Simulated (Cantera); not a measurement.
# Adiabatic ignition

An adiabatic, constant-volume homogeneous reactor starts with C2H4 : O2 : N2 : H2O = 1 : 1.2 : 4.51 : 1.8 (molar parts), equivalence ratio 2.5, at 1623 K and 12.8 atm.

Computed with Cantera and GRI-Mech 3.0 (53 species, 325 reactions). GRI-Mech 3.0 was tuned for natural gas; its chemistry of ethylene as a main component is partial and can be far from experiment. The pressure lies above the range GRI-Mech 3.0 was tuned for (to about 10 atm).

| t (s) | T (K) | P (bar) | x C2H4 | x O2 | x H2O | x OH | x CH2CO |
|---|---|---|---|---|---|---|---|
| 5.00e-6 | 2800 | 27.0 | 1.14e-5 | 1.82e-5 | 0.194 | 0.00192 | 2.97e-5 |
| 1.01e-5 | 2792 | 27.2 | 1.41e-7 | 1.69e-5 | 0.185 | 0.00183 | 9.07e-7 |
| 2.06e-5 | 2790 | 27.2 | 3.47e-11 | 1.76e-5 | 0.185 | 0.00186 | 3.03e-10 |
| 4.17e-5 | 2790 | 27.2 | <1e-12 | 1.77e-5 | 0.185 | 0.00186 | 1.93e-11 |
| 8.47e-5 | 2790 | 27.2 | <1e-12 | 1.77e-5 | 0.185 | 0.00186 | 1.92e-11 |
| 0.000172 | 2790 | 27.2 | <1e-12 | 1.78e-5 | 0.185 | 0.00187 | 1.91e-11 |
| 0.000349 | 2791 | 27.2 | <1e-12 | 1.78e-5 | 0.185 | 0.00187 | 1.91e-11 |
| 0.000707 | 2791 | 27.2 | <1e-12 | 1.78e-5 | 0.185 | 0.00187 | 1.90e-11 |
| 0.00143 | 2791 | 27.2 | <1e-12 | 1.78e-5 | 0.185 | 0.00187 | 1.90e-11 |
| 0.00291 | 2791 | 27.2 | <1e-12 | 1.78e-5 | 0.185 | 0.00187 | 1.90e-11 |
| 0.00590 | 2791 | 27.2 | <1e-12 | 1.78e-5 | 0.185 | 0.00187 | 1.90e-11 |
| 0.0120 | 2791 | 27.2 | <1e-12 | 1.78e-5 | 0.185 | 0.00187 | 1.90e-11 |
| 0.0243 | 2791 | 27.2 | <1e-12 | 1.78e-5 | 0.185 | 0.00187 | 1.90e-11 |
| 0.0493 | 2791 | 27.2 | <1e-12 | 1.78e-5 | 0.185 | 0.00187 | 1.90e-11 |
| 0.100 | 2791 | 27.2 | <1e-12 | 1.78e-5 | 0.185 | 0.00187 | 1.90e-11 |
x: mole fraction; the columns are a selection and need not sum to one.

```yaml
time_of_steepest_temperature_rise: 1.73 µs
temperature at 0.100 s: 2791 K
equilibrium_temperature: 2791 K
x(C2H4) at 0.100 s: <1e-12 (gas-phase equilibrium <1e-12)
x(O2) at 0.100 s: 1.78e-5 (gas-phase equilibrium 1.78e-5)
x(H2O) at 0.100 s: 0.185 (gas-phase equilibrium 0.185)
```
